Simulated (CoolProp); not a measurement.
Vapour-liquid equilibrium of R13 (1) + n-butane (2) at 0.319 MPa; x and y are mole fractions of (1).

Model: multi-fluid Helmholtz-energy mixture model, Platzer 1990 and Bücker 2006; pair parameters Bell 2016, in CoolProp. This equation is an older, rougher fit; its heat capacities, sound speeds and derivatives of the liquid may be far off and weren't checked against measurements.

```csv
x,bubble temperature (K),y at the bubble point,dew temperature at overall composition x (K),liquid density (mol/L)
0.05,282.1,0.547,305.3,10.23
0.2,246.4,0.903,299.5,11.17
0.35,234.4,0.952,292.8,11.71
0.5,228.5,0.969,285.0,12.15
0.65,224.5,0.979,275.2,12.56
0.8,221.1,0.988,261.4,12.99
0.95,217.5,0.997,235.1,13.45
```

No azeotrope shows between x = 0.05 and 0.95.

Pair parameters are fitted to limited data, so mixtures are less certain than the pure fluids. With so large a gap from Raoult's law the liquid may split in two, which this calculation doesn't test in full.
